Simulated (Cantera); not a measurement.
An isothermal, constant-pressure homogeneous reactor starts with NH₃ : N₂ = 1 : 0.74 (molar parts), at 1598 K and 1.00 atm.

Detailed kinetics in Cantera: the gas-phase N/H chemistry of the illustrative SiF4/NH3 mechanism in the Surface Chemkin manual (1991). Walls and surfaces, which speed up NH3 decomposition in real reactors, are not modelled.

x: mole fraction; the columns are a selection and need not sum to one.

| t (s) | x NH₃ | x H₂ | x N₂H₂ | x N₂ | x N₂H₄ | x N |
|---|---|---|---|---|---|---|
| 0.000200 | 0.575 | 5.05e-6 | 4.56e-9 | 0.425 | 2.82e-9 | <1e-12 |
| 0.000469 | 0.575 | 1.25e-5 | 2.74e-8 | 0.425 | 1.53e-8 | 5.54e-12 |
| 0.00110 | 0.575 | 3.79e-5 | 1.37e-7 | 0.425 | 7.10e-8 | 2.07e-11 |
| 0.00257 | 0.574 | 0.000147 | 3.43e-7 | 0.425 | 1.71e-7 | 6.23e-11 |
| 0.00603 | 0.574 | 0.000478 | 3.89e-7 | 0.425 | 1.92e-7 | 1.30e-10 |
| 0.0141 | 0.573 | 0.00127 | 3.88e-7 | 0.425 | 1.91e-7 | 2.73e-10 |
| 0.0331 | 0.571 | 0.00311 | 3.85e-7 | 0.425 | 1.88e-7 | 6.00e-10 |
| 0.0777 | 0.567 | 0.00737 | 3.79e-7 | 0.426 | 1.82e-7 | 1.31e-9 |
| 0.182 | 0.557 | ? | 3.65e-7 | 0.426 | 1.72e-7 | ? |
| 0.427 | 0.534 | 0.0387 | 3.35e-7 | 0.427 | 1.56e-7 | 4.36e-9 |
| 1.00 | ? | ? | ? | 0.429 | ? | ? |

Question: What belongs in the gaps?

Answer: 
- 0.182, x H₂: 0.0171
- 0.182, x N: 2.62e-9
- 1.00, x NH₃: 0.487
- 1.00, x H₂: 0.0831
- 1.00, x N₂H₂: 2.79e-7
- 1.00, x N₂H₄: 1.31e-7
- 1.00, x N: 5.79e-9
